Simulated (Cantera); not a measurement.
An isothermal, constant-pressure homogeneous reactor starts with CO : O2 : H2O : N2 = 0.023 : 0.0034 : 0.017 : 1 (molar parts), equivalence ratio 3.4, at 1000 K and 10.0 bar.

Computed with Cantera and GRI-Mech 3.0 (53 species, 325 reactions).

**Question.** Predict: x(CO) at 60.0 s; x(H2O) at 60.0 s; x(H) at 60.0 s; x(H2) at 60.0 s.

**Answer.** 
```
Property                                            Result
----------------  ----------------------------------------
x(CO) at 60.0 s     0.0144 (gas-phase equilibrium 0.00813)
x(H2O) at 60.0 s    0.0152 (gas-phase equilibrium 0.00890)
x(H) at 60.0 s    1.91e-9 (gas-phase equilibrium 6.23e-11)
x(H2) at 60.0 s    0.00117 (gas-phase equilibrium 0.00743)
```
